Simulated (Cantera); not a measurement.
Charge: 1 mol SiCl₄, 0.58 mol Cl₂, 20 mol H₂, 3.3 mol HCl, at 3.50 bar.

Method: chemical equilibrium by Gibbs-energy minimisation in Cantera with the NASA 1993 tables (ideal gas, pure condensed phases). Candidate condensed phases: Si; 19 gas species. The tables' values for SiCl₃ are old estimates; treat these amounts as uncertain. The numbers say what is thermodynamically allowed, not how fast it happens.

x: gas mole fraction; nothing condenses.

```json
[
 {"T (K)": "898", "x H₂": "0.780", "x HCl": "0.180", "x SiCl₄": "0.0397", "x SiCl₂": "1.67e-9", "x SiHCl₃": "0.000480"},
 {"T (K)": "948", "x H₂": "0.780", "x HCl": "0.180", "x SiCl₄": "0.0394", "x SiCl₂": "1.37e-8", "x SiHCl₃": "0.000769"},
 {"T (K)": "998", "x H₂": "0.779", "x HCl": "0.180", "x SiCl₄": "0.0390", "x SiCl₂": "9.04e-8", "x SiHCl₃": "0.00117"},
 {"T (K)": "1048", "x H₂": "0.779", "x HCl": "0.181", "x SiCl₄": "0.0385", "x SiCl₂": "4.92e-7", "x SiHCl₃": "0.00169"},
 {"T (K)": "1098", "x H₂": "0.778", "x HCl": "0.182", "x SiCl₄": "0.0377", "x SiCl₂": "2.26e-6", "x SiHCl₃": "0.00235"},
 {"T (K)": "1148", "x H₂": "0.777", "x HCl": "0.183", "x SiCl₄": "0.0368", "x SiCl₂": "9.00e-6", "x SiHCl₃": "0.00314"},
 {"T (K)": "1198", "x H₂": "0.776", "x HCl": "0.184", "x SiCl₄": "0.0357", "x SiCl₂": "___", "x SiHCl₃": "___"},
 {"T (K)": "1248", "x H₂": "0.775", "x HCl": "0.185", "x SiCl₄": "0.0343", "x SiCl₂": "9.71e-5", "x SiHCl₃": "0.00504"},
 {"T (K)": "1298", "x H₂": "0.773", "x HCl": "0.187", "x SiCl₄": "0.0325", "x SiCl₂": "___", "x SiHCl₃": "___"},
 {"T (K)": "1348", "x H₂": "0.770", "x HCl": "0.190", "x SiCl₄": "0.0303", "x SiCl₂": "0.000666", "x SiHCl₃": "0.00697"},
 {"T (K)": "1398", "x H₂": "0.767", "x HCl": "0.193", "x SiCl₄": "0.0275", "x SiCl₂": "0.00148", "x SiHCl₃": "0.00767"},
 {"T (K)": "1448", "x H₂": "0.763", "x HCl": "0.197", "x SiCl₄": "0.0242", "x SiCl₂": "0.00296", "x SiHCl₃": "0.00799"},
 {"T (K)": "1498", "x H₂": "0.757", "x HCl": "0.203", "x SiCl₄": "0.0204", "x SiCl₂": "0.00528", "x SiHCl₃": "0.00784"},
 {"T (K)": "1548", "x H₂": "0.751", "x HCl": "0.209", "x SiCl₄": "0.0165", "x SiCl₂": "0.00844", "x SiHCl₃": "0.00722"}
]
```

### Question
Some entries are withheld; supply them.

### Answer

- 1198, x SiCl₂: 3.14e-5
- 1198, x SiHCl₃: 0.00405
- 1298, x SiCl₂: 0.000268
- 1298, x SiHCl₃: 0.00605
